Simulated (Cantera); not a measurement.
Equilibrium for boron, boron nitride and boron oxide: B2O3 + O2 + N2

Charge: 1 mol B2O3, a varied amount of O2, 0.12 mol N2, at 2248.15 K and 0.000140 bar.

Cantera equilibrium calculation (NASA polynomials, part measured and part estimated; ideal gas, pure solids and liquids). Candidate condensed phases: B, BN, B2O3; 17 gas species. Equilibrium is a limit: real reactors are often held back by kinetics, nucleation or transport.

From 0.4 mol O2 to 8.5 mol O2 nothing is condensed. The main B-bearing gas is B2O3 at 0.4 mol O2 and BO2 at 8.5 mol O2.

| n(O2) (mol) | x O2 | x B2O3 | x BO2 | x O | x BO | x N2 |
|---|---|---|---|---|---|---|
| 0.4 | 0.113 | 0.355 | 0.279 | 0.103 | 0.0833 | 0.0630 |
| 0.58 | 0.162 | 0.303 | 0.282 | 0.124 | 0.0703 | 0.0559 |
| 0.86 | 0.225 | 0.244 | 0.275 | 0.146 | 0.0582 | 0.0476 |
| 1.3 | 0.300 | 0.185 | 0.257 | 0.169 | 0.0471 | 0.0386 |
| 1.8 | 0.361 | 0.142 | 0.236 | 0.185 | 0.0394 | 0.0318 |
| 2.7 | 0.435 | 0.0975 | 0.205 | 0.203 | 0.0311 | 0.0241 |
| 4 | 0.501 | 0.0639 | 0.172 | 0.218 | 0.0243 | 0.0178 |
| 5.8 | 0.554 | 0.0408 | 0.141 | 0.229 | 0.0190 | 0.0130 |
| 8.5 | 0.599 | 0.0246 | 0.111 | 0.239 | 0.0144 | 0.00922 |
x: gas mole fraction; nothing condenses.
